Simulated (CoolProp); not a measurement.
Vapour-liquid equilibrium of R245fa (1) + n-pentane (2) at 383.4 K; x and y are mole fractions of (1).

Model: multi-fluid Helmholtz-energy mixture model, Akasaka 2015 and Thol 2019; pair parameters Bell 2016, in CoolProp.

Task: Give the bubble pressure and the first vapour's composition at x = 0.125, 0.275, 0.5. Is there an azeotrope?

Result: x = 0.125: 1.161 MPa, y = 0.368; x = 0.275: 1.427 MPa, y = 0.512; x = 0.5: 1.620 MPa, y = 0.624. y crosses x between x = 0.725 and 0.8: the model has an azeotrope there.

Pair parameters are fitted to limited data, so mixtures are less certain than the pure fluids.
